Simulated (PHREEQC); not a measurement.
Consider water at 20 °C with 21 mmol/kgw H2S. Closed to the air; pH follows from the charge balance.

Model: ion-association model, phreeqc.dat, run in PHREEQC.

Precipitation was switched off in this run.

Question: What pH does the model give?

Answer: pH 4.34.
